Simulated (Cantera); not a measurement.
An adiabatic, constant-volume homogeneous reactor starts with CH₃OH : O₂ : N₂ = 1 : 0.714 : 2.69 (molar parts), at 1125 K and 26.0 bar. Integrator tolerance rtol = 1e-08.

Computed with Cantera and GRI-Mech 3.0 (53 species, 325 reactions). GRI-Mech 3.0 was tuned for natural gas; its chemistry of methanol as a main component is partial and can be far from experiment. The pressure lies above the range GRI-Mech 3.0 was tuned for (to about 10 atm).

```
quantity                                                              before                                      after
---------------------------------  -----------------------------------------  -----------------------------------------
time of steepest temperature rise                                    2.53 ms                                    2.57 ms
temperature at 0.300 s                                                2626 K                                     2284 K
equilibrium temperature                                               2626 K                                     2284 K
x(CH₃OH) at 0.300 s                2.01e-10 (gas-phase equilibrium 2.07e-10)  4.42e-11 (gas-phase equilibrium 4.53e-11)
x(O₂) at 0.300 s                     3.73e-6 (gas-phase equilibrium 3.73e-6)    3.30e-7 (gas-phase equilibrium 3.30e-7)
x(H₂O) at 0.300 s                        0.215 (gas-phase equilibrium 0.215)        0.213 (gas-phase equilibrium 0.213)
x(CH₂) at 0.300 s                  1.01e-10 (gas-phase equilibrium 1.10e-10)  6.31e-12 (gas-phase equilibrium 6.92e-12)
x(H₂) at 0.300 s                         0.134 (gas-phase equilibrium 0.134)        0.138 (gas-phase equilibrium 0.138)
x(HCN) at 0.300 s                    3.61e-6 (gas-phase equilibrium 3.61e-6)    1.26e-6 (gas-phase equilibrium 1.26e-6)
x(NO) at 0.300 s                     9.29e-5 (gas-phase equilibrium 9.29e-5)    1.48e-5 (gas-phase equilibrium 1.48e-5)
```

Question: Which change was made?
A) CH3OH 1 to 0.57 parts
B) CH3OH 1 to 0.6 parts
C) constant pressure in place of constant volume
D) initial temperature 1125 to 1225 K

Answer: C, constant pressure in place of constant volume
